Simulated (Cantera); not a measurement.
A closed system holds: 1 mol CH₄, 1.2 mol H₂O, 0.97 mol N₂, held at 723.15 K.

Equilibrium computed with Cantera from the NASA thermochemical tables; the gas is ideal and each condensed phase is pure. Candidate condensed phases: C, C₆H₆, C₇H₈, C₈H₁₈, H₂O; 136 gas species. Equilibrium is a limit: real reactors are often held back by kinetics, nucleation or transport.

Task: At 0.100 bar, list the 4 most abundant gas species with their mole fractions, and the condensed phases.

Result: H₂ 0.427, N₂ 0.238, H₂O 0.164, CH₄ 0.0969. Condensed: C(graphite).
